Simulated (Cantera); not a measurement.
Input: 1 mol Al, 0.74 mol H2O, 53 mol N2, 7.5 mol O2, at 1000 Pa.

Equilibrium computed with Cantera from the NASA thermochemical tables; the gas is ideal and each condensed phase is pure. Candidate condensed phases: Al, AlN, Al2O3, H2O; 35 gas species. Rates play no part.

x: gas mole fraction; n: condensed amount in mol.

```json
[
 {"T (K)": "673", "x N2": "0.876", "x O2": "0.112", "x H2O": "0.0122", "x NO": "1.15e-7", "x O": "<1e-12", "x OH": "8.31e-12", "x H": "<1e-12", "n Al2O3(s)": "0.500"},
 {"T (K)": "773", "x N2": "0.876", "x O2": "0.112", "x H2O": "0.0122", "x NO": "9.53e-7", "x O": "<1e-12", "x OH": "3.52e-10", "x H": "<1e-12", "n Al2O3(s)": "0.500"},
 {"T (K)": "873", "x N2": "0.876", "x O2": "0.112", "x H2O": "0.0122", "x NO": "4.86e-6", "x O": "6.34e-12", "x OH": "6.33e-9", "x H": "<1e-12", "n Al2O3(s)": "0.500"},
 {"T (K)": "973", "x N2": "0.876", "x O2": "0.112", "x H2O": "0.0122", "x NO": "(withheld)", "x O": "(withheld)", "x OH": "(withheld)", "x H": "<1e-12", "n Al2O3(s)": "0.500"},
 {"T (K)": "1073", "x N2": "0.876", "x O2": "0.112", "x H2O": "0.0122", "x NO": "5.08e-5", "x O": "4.16e-9", "x OH": "4.10e-7", "x H": "2.19e-12", "n Al2O3(s)": "0.500"},
 {"T (K)": "1173", "x N2": "0.876", "x O2": "0.112", "x H2O": "0.0122", "x NO": "0.000122", "x O": "4.67e-8", "x OH": "1.94e-6", "x H": "6.04e-11", "n Al2O3(s)": "0.500"},
 {"T (K)": "1273", "x N2": "0.876", "x O2": "0.111", "x H2O": "0.0122", "x NO": "0.000254", "x O": "3.59e-7", "x OH": "7.20e-6", "x H": "9.96e-10", "n Al2O3(s)": "0.500"},
 {"T (K)": "1373", "x N2": "0.876", "x O2": "0.111", "x H2O": "0.0122", "x NO": "0.000477", "x O": "2.06e-6", "x OH": "2.21e-5", "x H": "1.10e-8", "n Al2O3(s)": "0.500"},
 {"T (K)": "1473", "x N2": "0.876", "x O2": "0.111", "x H2O": "0.0122", "x NO": "0.000820", "x O": "9.31e-6", "x OH": "5.80e-5", "x H": "8.76e-8", "n Al2O3(s)": "0.500"},
 {"T (K)": "1573", "x N2": "0.875", "x O2": "0.111", "x H2O": "0.0122", "x NO": "(withheld)", "x O": "(withheld)", "x OH": "(withheld)", "x H": "(withheld)", "n Al2O3(s)": "0.500"},
 {"T (K)": "1673", "x N2": "0.875", "x O2": "0.110", "x H2O": "0.0121", "x NO": "0.00200", "x O": "0.000111", "x OH": "0.000283", "x H": "2.67e-6", "n Al2O3(s)": "0.500"},
 {"T (K)": "1773", "x N2": "0.874", "x O2": "0.110", "x H2O": "0.0119", "x NO": "0.00288", "x O": "0.000311", "x OH": "0.000543", "x H": "1.10e-5", "n Al2O3(s)": "0.500"},
 {"T (K)": "1873", "x N2": "0.874", "x O2": "0.109", "x H2O": "0.0117", "x NO": "0.00400", "x O": "0.000780", "x OH": "0.000967", "x H": "3.91e-5", "n Al2O3(s)": "0.500"},
 {"T (K)": "1973", "x N2": "0.872", "x O2": "0.108", "x H2O": "0.0113", "x NO": "0.00535", "x O": "0.00178", "x OH": "0.00161", "x H": "0.000121", "n Al2O3(s)": "0.500"}
]
```

Question: Some entries are withheld; supply them.

Answer: 
- 1573, x NO: 0.00132
- 1573, x O: 3.48e-5
- 1573, x OH: 0.000135
- 1573, x H: 5.38e-7
- 973, x NO: 1.77e-5
- 973, x O: 2.26e-10
- 973, x OH: 6.31e-8
